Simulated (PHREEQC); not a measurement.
0.07 g of hydrous ferric oxide (600 m²/g; 0.2 weak and 0.005 strong sites per Fe, Dzombak-Morel constants, diffuse double layer) in 1 kg of water with 0.005 mol/kgw of an inert sodium salt and 0.00066 mmol/kgw NaF, at 25 °C; the pH is set by adding NaOH or the inert anion's acid. Oxygen alone is held at its pressure in air (log pO2 = -0.68). The system is closed to CO2. No solid was allowed to form.

Base run: PHREEQC, ion-association model, wateq4f.dat. Each further column changes one thing. The table gives surface charge σ (C/m²).

```json
[
 {"pH": "4", "base": "0.182", "background salt from 0.005 to 0.0005 mol/kgw": "0.097", "oxide from 0.07 to 0.35 g/kgw": "0.184", "2.7e-05 mol/kgw CuCl2 added": "0.183"},
 {"pH": "4.5", "base": "0.131", "background salt from 0.005 to 0.0005 mol/kgw": "0.061", "oxide from 0.07 to 0.35 g/kgw": "0.132", "2.7e-05 mol/kgw CuCl2 added": "0.132"},
 {"pH": "5", "base": "0.090", "background salt from 0.005 to 0.0005 mol/kgw": "0.038", "oxide from 0.07 to 0.35 g/kgw": "0.091", "2.7e-05 mol/kgw CuCl2 added": "0.093"},
 {"pH": "5.5", "base": "0.059", "background salt from 0.005 to 0.0005 mol/kgw": "0.023", "oxide from 0.07 to 0.35 g/kgw": "0.060", "2.7e-05 mol/kgw CuCl2 added": "0.065"},
 {"pH": "6", "base": "0.037", "background salt from 0.005 to 0.0005 mol/kgw": "0.014", "oxide from 0.07 to 0.35 g/kgw": "0.038", "2.7e-05 mol/kgw CuCl2 added": "0.047"},
 {"pH": "6.5", "base": "0.022", "background salt from 0.005 to 0.0005 mol/kgw": "0.008", "oxide from 0.07 to 0.35 g/kgw": "0.023", "2.7e-05 mol/kgw CuCl2 added": "0.031"},
 {"pH": "7.5", "base": "0.006", "background salt from 0.005 to 0.0005 mol/kgw": "0.002", "oxide from 0.07 to 0.35 g/kgw": "0.006", "2.7e-05 mol/kgw CuCl2 added": "0.010"},
 {"pH": "8", "base": "0.001", "background salt from 0.005 to 0.0005 mol/kgw": "0.000", "oxide from 0.07 to 0.35 g/kgw": "0.001", "2.7e-05 mol/kgw CuCl2 added": "0.004"},
 {"pH": "8.5", "base": "-0.004", "background salt from 0.005 to 0.0005 mol/kgw": "-0.001", "oxide from 0.07 to 0.35 g/kgw": "-0.004", "2.7e-05 mol/kgw CuCl2 added": "0.000"},
 {"pH": "9", "base": "-0.009", "background salt from 0.005 to 0.0005 mol/kgw": "-0.003", "oxide from 0.07 to 0.35 g/kgw": "-0.009", "2.7e-05 mol/kgw CuCl2 added": "-0.005"},
 {"pH": "9.5", "base": "-0.018", "background salt from 0.005 to 0.0005 mol/kgw": "-0.006", "oxide from 0.07 to 0.35 g/kgw": "-0.018", "2.7e-05 mol/kgw CuCl2 added": "-0.011"},
 {"pH": "10", "base": "-0.030", "background salt from 0.005 to 0.0005 mol/kgw": "-0.012", "oxide from 0.07 to 0.35 g/kgw": "-0.031", "2.7e-05 mol/kgw CuCl2 added": "-0.021"}
]
```

 The database's constant for dissolved Cu(OH)2 is higher than later reviews accept.
